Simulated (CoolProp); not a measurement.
The fluid at 222.41 K and 2.28 MPa (gas) is heated at constant pressure to 250.5 K. The same conditions are run with several fluids, on thermodynamics alone (safety and materials aside).

Values from CoolProp's reference Helmholtz-energy equation of state of each fluid (fluorine: de Reuck 1990; methane: Setzmann 1991; oxygen: Schmidt 1985; carbon monoxide: Lemmon 2006; nitrogen: Span 2000).

```json
[
 {"fluid": "fluorine", "heat (kJ/kg)": "23.6", "final density (kg/m³)": "(withheld)"},
 {"fluid": "methane", "heat (kJ/kg)": "(withheld)", "final density (kg/m³)": "(withheld)"},
 {"fluid": "oxygen", "heat (kJ/kg)": "27.6", "final density (kg/m³)": "(withheld)"},
 {"fluid": "carbon monoxide", "heat (kJ/kg)": "(withheld)", "final density (kg/m³)": "(withheld)"},
 {"fluid": "nitrogen", "heat (kJ/kg)": "31.1", "final density (kg/m³)": "(withheld)"}
]
```

### Question
What belongs in the gaps?

### Answer

- fluorine, final density (kg/m³): 42.5
- methane, heat (kJ/kg): 68.2
- methane, final density (kg/m³): 18.9
- oxygen, final density (kg/m³): 36.1
- carbon monoxide, heat (kJ/kg): 31.4
- carbon monoxide, final density (kg/m³): 31.3
- nitrogen, final density (kg/m³): 31.2
